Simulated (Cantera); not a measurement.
Input (Python, Cantera):

```python
import numpy as np
import cantera as ct

gas = ct.Solution("gri30.yaml")
gas.TPX = 698, 100000, {'C2H6': 1, 'O2': 3.57, 'N2': 13.4, 'H2O': 1.8}
flame = ct.FreeFlame(gas, width=0.04)
flame.set_refine_criteria(ratio=3, slope=0.08, curve=0.16)
flame.transport_model = "mixture-averaged"
flame.solve(loglevel=0, auto=True)
z, T = flame.grid, flame.T
thick = (T[-1] - T[0]) / np.gradient(T, z).max()
show = ['C2H6', 'O2', 'H2O', 'H2', 'H2O2', 'HO2']
print(f"laminar burning velocity  {flame.velocity[0] * 100:.3f} cm/s")
print(f"burnt temperature         {T[-1]:.1f} K")
print(f"thermal thickness         {thick * 1e3:.4f} mm")
print(f"grid points               {len(z)}")
z0 = z[flame.heat_release_rate.argmax()]
print(f"{'z/mm':>9s}{'T/K':>9s}{'u/(m/s)':>9s}" + "".join(f"{s:>11s}" for s in show))
rows = []
for k in (-3, -2, -1.5, -1, -0.5, -0.25, 0, 0.25, 0.5, 1, 2, 4, 8):
    zz = z0 + k * thick
    rows.append([k * thick, np.interp(zz, z, T), np.interp(zz, z, flame.velocity),
                 *(np.interp(zz, z, flame.X[gas.species_index(s)]) for s in show)])
    print(f"{rows[-1][0] * 1e3:9.3f}{rows[-1][1]:9.1f}{rows[-1][2]:9.3f}" + "".join(f"{x:11.3e}" for x in rows[-1][3:]))
```

Result:

```
laminar burning velocity  152.807 cm/s
burnt temperature         2327.7 K
thermal thickness         0.3283 mm
grid points               141
     z/mm      T/K  u/(m/s)       C2H6         O2        H2O         H2       H2O2        HO2
   -0.985    698.2    1.530  5.053e-02  1.804e-01  9.098e-02  1.138e-03  6.667e-08  2.950e-07
   -0.657    699.6    1.536  5.042e-02  1.799e-01  9.109e-02  3.061e-03  7.011e-07  3.092e-06
   -0.492    705.0    1.552  5.022e-02  1.790e-01  9.177e-02  5.378e-03  3.066e-06  1.372e-05
   -0.328    740.1    1.639  4.921e-02  1.751e-01  9.597e-02  9.792e-03  1.763e-05  8.632e-05
   -0.164   1014.9    2.295  3.751e-02  1.488e-01  1.223e-01  1.778e-02  7.400e-05  3.703e-04
   -0.082   1370.9    3.165  1.733e-02  1.126e-01  1.532e-01  2.235e-02  4.089e-05  3.186e-04
    0.000   1734.3    4.075  1.255e-03  6.812e-02  1.853e-01  2.315e-02  2.238e-06  1.524e-04
    0.082   1891.8    4.452  4.561e-06  4.114e-02  2.000e-01  1.875e-02  5.149e-07  2.373e-05
    0.164   1940.9    4.548  3.890e-09  3.091e-02  2.032e-01  1.628e-02  4.073e-07  1.043e-05
    0.328   1996.7    4.647  4.393e-14  2.481e-02  2.037e-01  1.570e-02  3.438e-07  7.584e-06
    0.657   2066.6    4.782  4.434e-19  2.120e-02  2.065e-01  1.477e-02  2.662e-07  5.594e-06
    1.313   2146.4    4.941  3.680e-26  1.804e-02  2.123e-01  1.246e-02  1.980e-07  3.820e-06
    2.626   2221.4    5.087 -8.863e-30  1.491e-02  2.183e-01  9.806e-03  1.505e-07  2.539e-06
```

Model: GRI-Mech 3.0 (53 species, 325 reactions), integrated in Cantera. Burning velocities carry a grid error of a few per cent, more on coarse grids.
